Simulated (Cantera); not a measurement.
An isothermal, constant-pressure homogeneous reactor starts with CH4 : H2O = 1 : 0.48 (molar parts), at 1475 K and 0.661 atm.

Detailed kinetics in Cantera: GRI-Mech 3.0 (53 species, 325 reactions). GRI-Mech 3.0 stops at C3 and has no aromatics, soot or wall deposition, so with more carbon than oxygen in the feed, carbon stays in small species such as C2H2 where larger ones or solid carbon would form.

### Question
Predict: x(CH4) at 100 s; x(H2O) at 100 s; x(H2) at 100 s.

### Answer
x(CH4) at 100 s: 0.0955 (gas-phase equilibrium 0.0886)
x(H2O) at 100 s: 0.0257 (gas-phase equilibrium 1.67e-6)
x(H2) at 100 s: 0.657 (gas-phase equilibrium 0.682)
